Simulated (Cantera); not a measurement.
Charge: 1 mol Ti(OiPr)4, 0.96 mol H2O, at 10.0 mbar.

These are equilibrium values from Cantera (NASA tables, ideal gas, pure condensed phases), not measurements of a reactor. Candidate condensed phases: C, C6H6, C7H8, C8H18, H2O, Ti, TiC, TiO, TiO2, Ti2O3, Ti3O5, Ti4O7; 113 gas species. The feed counts by its element totals alone. TiC: taken at fixed stoichiometry. Equilibrium is a limit: real reactors are often held back by kinetics, nucleation or transport.

Over these rows the condensed part is C(graphite) + TiC(s). Partial pressures as log10 of bar:

| T (K) | 1000/T (1/K) | log p H2O | log p H2 | log p CO |
|---|---|---|---|---|
| 1300 | 0.7692 | -6.77 | -2.12 | -2.60 |
| 1400 | 0.7143 | -7.16 | -2.12 | -2.60 |
| 1500 | 0.6667 | -7.49 | -2.12 | -2.60 |
| 1600 | 0.6250 | -7.79 | -2.12 | -2.60 |
| 1700 | 0.5882 | ? | -2.13 | -2.60 |
| 1800 | 0.5556 | -8.28 | -2.13 | -2.60 |

Q: Fit log p(H2O) = a + b·(1000/T) to the five rows, give the apparent enthalpy, and predict the row at 1700 K.

A: Means: 1000/T = 0.6662, log p = -7.498. Sxy = 0.189765, Sxx = 0.0268527, so b = 7.07 and a = -7.498 − (7.07)×0.6662 = -12.21.
Apparent enthalpy: −19.145 × (7.07) = -135 kJ/mol. With the condensed phases at unit activity, H2(g) + CO(g) = H2O(g) + C(graphite) links this pressure to the main gases: over the six rows their terms move log p by -0.01 in all, so the slope is close to that reaction's ΔH°. The five rows lie within 0.01 of the line.
Prediction at 1700 K: -12.21 + (7.07)×0.5882 = -8.05. The computed value is -8.05, 0.00 from the line.
